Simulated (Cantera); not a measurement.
Input: 1 mol HBr, 3 mol H₂, at 2352 °C and 1.00 bar.

These are equilibrium values from Cantera (NASA tables, ideal gas, pure condensed phases), not measurements of a reactor. Candidate condensed phases: Br₂; 5 gas species. Rates play no part.

Base state: H₂ 0.727, HBr 0.164, Br 0.0719, H 0.0362, Br₂ 5.62e-5 (mole fractions); condensed: gas only.

Task: What changes in the equilibrium state with this change: temperature from 2352 °C to 600 °C?

Result: 
```json
[
 {"species": "H₂", "before": "0.727", "after": "0.750"},
 {"species": "HBr", "before": "0.164", "after": "0.250"},
 {"species": "Br", "before": "0.0719", "after": "7.81e-8"},
 {"species": "H", "before": "0.0362", "after": "<1e-9"},
 {"species": "Br₂", "before": "5.62e-5", "after": "5.69e-9"}
]
```

Task: What changes in the equilibrium state with this change: pressure from 1.00 bar to 1.33 mbar?

Result: 
```
species   before    after
-------  -------  -------
H         0.0362    0.587
H₂         0.727    0.255
Br        0.0719    0.150
HBr        0.164  0.00744
Br₂      5.62e-5  3.28e-7
```

Task: What changes in the equilibrium state with this change: pressure from 1.00 bar to 11.0 bar?

Result: 
```csv
species,before,after
H₂,0.727,0.744
HBr,0.164,0.217
Br,0.0719,0.0282
H,0.0362,0.0110
Br₂,5.62e-5,9.54e-5
```
